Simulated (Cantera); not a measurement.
An adiabatic, constant-pressure homogeneous reactor starts with CO : H2 : O2 : N2 = 1 : 0.084 : 1.26 : 4.74 (molar parts), at 1775 K and 2.40 bar.

Cantera simulation using GRI-Mech 3.0 (53 species, 325 reactions); the numbers are that mechanism's predictions, not measurements. The hydrogen kinetics of GRI-Mech 3.0 are dated; newer H2 mechanisms differ, most at raised pressure.

Question: Predict: time of steepest temperature rise; temperature at 2.00 s; equilibrium temperature; x(CO) at 2.00 s; x(H2) at 2.00 s; x(O2) at 2.00 s; x(CO2) at 2.00 s; x(NO) at 2.00 s; x(HO2) at 2.00 s.

Answer: 
| Property | Result |
|---|---|
| time of steepest temperature rise | 20.8 µs |
| temperature at 2.00 s | 2655 K |
| equilibrium temperature | 2655 K |
| x(CO) at 2.00 s | 0.0208 (gas-phase equilibrium 0.0208) |
| x(H2) at 2.00 s | 0.000237 (gas-phase equilibrium 0.000237) |
| x(O2) at 2.00 s | 0.104 (gas-phase equilibrium 0.104) |
| x(CO2) at 2.00 s | 0.130 (gas-phase equilibrium 0.130) |
| x(NO) at 2.00 s | 0.0199 (gas-phase equilibrium 0.0199) |
| x(HO2) at 2.00 s | 4.81e-6 (gas-phase equilibrium 4.81e-6) |
